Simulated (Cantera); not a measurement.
Feed: 1 mol SO2, 0.99 mol O2, 0.14 mol H2, equilibrated at 1000 Pa.

Cantera equilibrium calculation (NASA polynomials, part measured and part estimated; ideal gas, pure solids and liquids). Candidate condensed phases: H2O, H2SO4, S; 34 gas species. Ions and electrons are included (thermal ionisation). The numbers say what is thermodynamically allowed, not how fast it happens.

x: gas mole fraction; nothing condenses.

```tsv
T (K)	x O	x SO2	x O2	x S	x SO	x H	x H2O	x OH
2500	0.0894	0.407	0.381	0.000834	0.0367	0.0147	0.0356	0.0317
2750	0.240	0.266	0.292	0.00898	0.102	0.0418	0.0113	0.0339
3000	0.464	0.0962	0.168	0.0468	0.147	0.0583	0.00124	0.0177
3250	0.643	0.0156	0.0661	0.115	0.0961	0.0570	8.32e-5	0.00596
3500	0.720	0.00153	0.0213	0.163	0.0369	0.0544	6.54e-6	0.00193
3750	0.745	[?]	[?]	0.181	[?]	0.0535	[?]	[?]
4000	0.752	1.72e-5	0.00256	0.187	0.00441	0.0533	1.01e-7	0.000281
4250	0.755	2.51e-6	0.00103	0.189	0.00173	0.0532	1.81e-8	0.000126
4500	0.756	[?]	[?]	0.189	[?]	0.0532	[?]	[?]
4750	0.756	9.51e-8	0.000224	0.190	0.000349	0.0532	9.92e-10	3.23e-5
5000	0.756	2.35e-8	0.000117	0.189	0.000176	0.0532	2.88e-10	1.81e-5
```

Some entries are withheld; supply them.


- 3750, x SO2: 0.000148
- 3750, x O2: 0.00703
- 3750, x SO: 0.0124
- 3750, x H2O: 7.07e-7
- 3750, x OH: 0.000695
- 4500, x SO2: 4.47e-7
- 4500, x O2: 0.000462
- 4500, x SO: 0.000744
- 4500, x H2O: 3.91e-9
- 4500, x OH: 6.15e-5
